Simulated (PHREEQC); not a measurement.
Solution (25 °C): 0.29 mol/kgw LiBr, 0.29 mol/kgw MnCl2 and 0.15 mol/kgw KBr. Closed to the air; pH follows from the charge balance.

Model: ion-association model, phreeqc.dat, run in PHREEQC.

This is a speciation only: nothing precipitates in the calculation.

Question: Order these Cl species by the share of Cl that they hold, largest first: Cl-, MnCl3-, MnCl+, MnCl2.

Answer: Cl- (84 %), MnCl+ (13 %), MnCl2 (1.7 %), MnCl3- (0.42 %)

Question: Order these Mn species by the share of Mn that they hold, largest first: Mn+2, MnCl3-, MnCl2, MnCl+.

Answer: Mn+2 (71 %), MnCl+ (27 %), MnCl2 (1.7 %), MnCl3- (0.28 %)

The pH is 5.96 and the ionic strength 1.14 mol/kgw. Ionic strength above about 0.7 mol/kgw puts this run outside the model's range.
